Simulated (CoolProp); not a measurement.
Vapour pressure (kPa) of dodecamethylcyclohexasiloxane (D6): the reference equation beside estimates from Tc = 645.8 K, pc = 961.4 kPa, ω = 0.736.

Values from CoolProp's reference Helmholtz-energy equation of state, Colonna 2008. It is a short technical equation, of lower accuracy than the large ones.

```tsv
T (K)	reference	Lee-Kesler	van der Waals	Soave-Redlich-Kwong	Peng-Robinson
374	0.7286	0.7384	67.90	0.7260	0.8389
390.8	1.676	1.681	87.75	1.663	1.867
407.6	3.518	3.513	111.2	3.491	3.826
424.5	6.856	6.839	138.8	6.824	7.327
441.3	12.44	12.43	170.3	12.45	13.14
458.1	21.31	21.34	206.2	21.45	22.32
474.9	34.72	34.88	246.7	35.18	36.18
491.7	54.17	54.60	292.1	55.28	56.30
508.5	81.44	82.30	342.4	83.66	84.52
525.3	118.6	120.0	398.0	122.5	123.0
542.2	168.2	170.5	459.2	174.6	174.5
559	232.6	235.8	525.6	242.0	241.1
575.8	315.2	319.2	597.7	328.0	326.1
592.6	419.8	424.5	675.6	435.8	433.0
609.4	551.4	556.3	759.4	568.8	565.5
```

Absolute difference from the reference over all 15 rows, mean and median: Lee-Kesler 0.8 and 0.9 %, van der Waals 1571.3 and 439.2 %, Soave-Redlich-Kwong 2.1 and 2.0 %, Peng-Robinson 5.6 and 3.9 %.
